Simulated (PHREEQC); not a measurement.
A column of 0.2 m (40 cells, dispersivity 0.01 m, 300 s a shift, diffusion coefficient 3e-10 m²/s) holds 0.078 eq of the database's cation exchanger X per kg of pore water, first in equilibrium with 55 mmol/kgw KBr, 15 mmol/kgw CaCl2 and 0.01 mmol/kgw HCl. It is flushed with 0.051 mol/kgw BaCl2, 0.00038 mol/kgw KBr and 1e-05 mol/kgw HCl, at 25 °C. Values are for the last cell. CO2 from the air is kept out. Nothing may precipitate in this run.

The series has 33 steps of pore volumes, from 0 to 4.013.

Equilibrium calculation in PHREEQC: ion-association model, phreeqc.dat.

Question: After how many pore volumes does Ba at the outlet first reach half of its feed value?

Answer: By 1.8 pore volumes.

Species that the database lacks are ignored.
